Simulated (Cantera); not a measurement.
What does this Cantera script print?

```python
import numpy as np
import cantera as ct

gas_names = [...]  # 151 gases of nasa_gas.yaml made of C, H, N, O, Si
cond_names = """
    C(gr) C6H6(L) C7H8(L) C8H18(L),n-octa H2O(s) H2O(L) Si(cr) Si(L) SiC(b) SiO2(Lqz) SiO2(hqz) SiO2(L)
    Si2N2O(s) Si3N4(a)
""".split()


# ... load() reads the species with a 1 bar reference pressure and builds the phases ...
atoms = {
    'Si3N4': {'Si': 3, 'N': 4},
    'CO2': {'C': 1, 'O': 2},
    'H2': {'H': 2},
    'O2': {'O': 2},
}
top_T = {'C(gr)': 4500, 'SiC(b)': 3050, 'Si2N2O(s)': 2100, 'Si3N4(a)': 2400}  # K; cautious upper limits of use, not melting points


# ... equilibrate(T, P, feed) seeds the gas with the atoms and calls Mixture.equilibrate('TP', solver="vcs", rtol=1e-11, max_steps=5000) ...
results = []
feed = {'Si3N4': 1, 'CO2': 0.23, 'H2': 750, 'O2': 0.12}  # mol
T = 1075  # K
P = 1333.22  # Pa
mix = equilibrate(T, P, feed)
results.append((T, P, feed, dict(zip(mix.species_names, mix.species_moles))))
print(gas.report(threshold=1e-06))
for i in range(1, mix.n_phases):
    print(f"{mix.phase(i).name:16s} {mix.phase_moles(i):12.5e} mol")
```

Output:

```
       temperature   1075 K
          pressure   1333.2 Pa
           density   0.00030259 kg/m^3
  mean mol. weight   2.0286 kg/kmol
   phase of matter   gas

                          1 kg             1 kmol
                     ---------------   ---------------
          enthalpy        1.1313e+07         2.295e+07  J
   internal energy        6.9071e+06        1.4012e+07  J
           entropy        1.0077e+05        2.0442e+05  J/K
    Gibbs function        -9.701e+07        -1.968e+08  J
 heat capacity c_p             15050             30530  J/K
 heat capacity c_v             10951             22216  J/K

                      mass frac. Y      mole frac. X     chem. pot. / RT
                     ---------------   ---------------   ---------------
               CH4         0.0018684        0.00023626           -46.574
                H2           0.99319           0.99941           -22.007
                N2          0.004941         0.0003578           -37.305
     [ +148 minor]        2.4731e-06        3.4222e-07

C(gr)             0.00000e+00 mol
Si(cr)            0.00000e+00 mol
SiC(b)            5.26915e-02 mol
SiO2(hqz)         0.00000e+00 mol
Si2N2O(s)         6.99999e-01 mol
Si3N4(a)          5.15770e-01 mol
```

Method: chemical equilibrium by Gibbs-energy minimisation in Cantera with the NASA 1993 tables (ideal gas, pure condensed phases). Mutual solubility and eutectic melting of coexisting phases are not modelled.
